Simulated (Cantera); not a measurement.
An isothermal plug-flow reactor at 500 K and 310000 Pa (inlet), inlet velocity 0.84 m/s, active area per volume 220 1/m; feed H2 : O2 : N2 = 0.013 : 0.035 : 0.79 (molar parts).

Cantera simulation using Deutschmann's 1995 Pt surface mechanism with GRI-Mech 3.0 gas chemistry; the numbers are that mechanism's predictions, not measurements. Catalytic surfaces can have several steady states; this one follows from the mechanism file's or the stated starting coverage. Mass transfer to the wall is taken as infinitely fast.

Q: What does this change do: N2 0.79 to 0.54 parts?

A: 
```csv
quantity,before,after
x(H2) at z = 0.03 m,0.000110,0.000156
x(O2) at z = 0.03 m,0.0343,0.0491
x(H2O) at z = 0.03 m,0.0155,0.0222
θ(free Pt) at the exit,0.00468,0.00466
θ(O*) at the exit,0.976,0.973
θ(OH*) at the exit,0.0190,0.0226
```

Q: What does this change do: N2 0.79 to 1.5 parts?

A: 
```json
[
 {"quantity": "x(H2) at z = 0.03 m", "before": "0.000110", "after": "5.93e-5"},
 {"quantity": "x(O2) at z = 0.03 m", "before": "0.0343", "after": "0.0185"},
 {"quantity": "x(H2O) at z = 0.03 m", "before": "0.0155", "after": "0.00837"},
 {"quantity": "θ(free Pt) at the exit", "before": "0.00468", "after": "0.00470"},
 {"quantity": "θ(O*) at the exit", "before": "0.976", "after": "0.981"},
 {"quantity": "θ(OH*) at the exit", "before": "0.0190", "after": "0.0140"}
]
```

Q: What does this change do: N2 0.79 to 0.53 parts?

A: 
```tsv
quantity	before	after
x(H2) at z = 0.03 m	0.000110	0.000159
x(O2) at z = 0.03 m	0.0343	0.0499
x(H2O) at z = 0.03 m	0.0155	0.0226
θ(free Pt) at the exit	0.00468	0.00466
θ(O*) at the exit	0.976	0.972
θ(OH*) at the exit	0.0190	0.0228
```
